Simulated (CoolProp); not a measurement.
A single-stage vapour-compression cycle with cyclohexane: evaporating at 293.15 K (dew point), condensing at 348.15 K (bubble point), superheat 10 K, subcooling 5 K, compressor efficiency 0.75, no pressure losses. Each further row changes one setting.

Computed with CoolProp (reference Helmholtz-energy equation of state, Zhou 2014).

```json
[
 {"case": "as stated", "cooling COP": "3.47", "pressure ratio": "8.22", "discharge temperature (K)": "366.6", "refrigerating effect (kJ/kg)": "311", "volumetric capacity (kJ/m³)": "108"},
 {"case": "evaporating temperature 298.15 K", "cooling COP": "3.95", "pressure ratio": "6.53", "discharge temperature (K)": "364.8", "refrigerating effect (kJ/kg)": "317", "volumetric capacity (kJ/m³)": "137"},
 {"case": "condensing temperature 343.15 K", "cooling COP": "3.89", "pressure ratio": "7.02", "discharge temperature (K)": "361.9", "refrigerating effect (kJ/kg)": "321", "volumetric capacity (kJ/m³)": "112"},
 {"case": "subcooling 10 K", "cooling COP": "3.58", "pressure ratio": "8.22", "discharge temperature (K)": "366.6", "refrigerating effect (kJ/kg)": "321", "volumetric capacity (kJ/m³)": "112"},
 {"case": "superheat 20 K", "cooling COP": "3.50", "pressure ratio": "8.22", "discharge temperature (K)": "376.2", "refrigerating effect (kJ/kg)": "324", "volumetric capacity (kJ/m³)": "109"},
 {"case": "compressor efficiency 0.65", "cooling COP": "3.01", "pressure ratio": "8.22", "discharge temperature (K)": "374.9", "refrigerating effect (kJ/kg)": "311", "volumetric capacity (kJ/m³)": "108"}
]
```
